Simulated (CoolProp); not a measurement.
Dry air at 293.15 K and 4.63 MPa flows at 1.8 m/s in a round tube of 2 mm bore and 1.5 µm roughness, fully developed (64/Re and Nu = 3.66 if laminar; Colebrook and Gnielinski if turbulent). Each further row changes one setting.

Computed with CoolProp (reference Helmholtz-energy equation of state, Lemmon 2000). It is a pseudo-pure fit of the blend.

| case | Reynolds number | Darcy friction factor | pressure drop (Pa/m) | heat-transfer coefficient (W/(m² K)) | mass flow (kg/h) |
|---|---|---|---|---|---|
| as stated | ___ | 0.0316 | 1430 | 453 | 1.13 |
| velocity 3.6 m/s | 21100 | 0.0272 | 4900 | ___ | 2.27 |
| diameter 4 mm | 21100 | ___ | 595 | 392 | 4.53 |

Some entries are withheld; supply them.


- as stated, Reynolds number: 10500
- velocity 3.6 m/s, heat-transfer coefficient (W/(m² K)): 810
- diameter 4 mm, Darcy friction factor: 0.0264

Viscosity comes from a separate model (Lemmon 2004). Thermal conductivity comes from a separate model (Lemmon 2004).
